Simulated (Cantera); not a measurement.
Input: 1 mol CCl4, 0.24 mol HCl, 0.54 mol H2, held at 2550 K and 0.00220 bar.

Equilibrium computed with Cantera from the NASA thermochemical tables; the gas is ideal and each condensed phase is pure. Candidate condensed phases: C, C6H6, C7H8, C8H18; 91 gas species. Equilibrium is a limit: real reactors are often held back by kinetics, nucleation or transport.

Base state: Cl 0.730, HCl 0.180, H 0.0766, H2 0.0133, C3 0.000484, C2H2 (acetylene) 0.000176, C 0.000148, C2H 8.11e-5 (mole fractions); condensed: C(graphite).

Question: What changes in the equilibrium state with this change: temperature from 2550 K to 748.15 K?

Answer: 
```csv
species,before,after
Cl2,7.85e-5,0.525
HCl,0.180,0.475
CCl4,<1e-9,0.000162
Cl,0.730,3.99e-5
H,0.0766,<1e-9
H2,0.0133,<1e-9
C3,0.000484,<1e-9
C2H2 (acetylene),0.000176,<1e-9
C,0.000148,<1e-9
"C(graphite), mol",0.989,1.000
```
Gases not in the tables: chlorinated aromatics.
